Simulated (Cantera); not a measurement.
Charge: 1 mol C3H6, 1.3 mol CO2, equilibrated at 1375 K and 5.60 bar.

These are equilibrium values from Cantera (NASA tables, ideal gas, pure condensed phases), not measurements of a reactor. Kinetics and transport are ignored.

```
species            before     after
----------------  -------  --------
H2                  0.523     0.529
CO                  0.460     0.464
H                 1.05e-6   0.00380
CH4               0.00763  0.000306
H2O               0.00621   4.99e-5
C2H2 (acetylene)  9.30e-7   0.00289
CO2               0.00264   7.60e-6
CH3               3.05e-7   4.09e-5
C2H4              3.04e-6   1.11e-5
C(graphite), mol     1.71      1.67
```
Gas species are given as mole fractions.

Q: Name the change that produced these shifts.
(A) CO2 from 1.3 to 0.67 mol
(B) CO2 from 1.3 to 0.12 mol
(C) pressure from 5.60 bar to 3.20 bar
(D) temperature from 1375 K to 2348.15 K

A: D, temperature from 1375 K to 2348.15 K
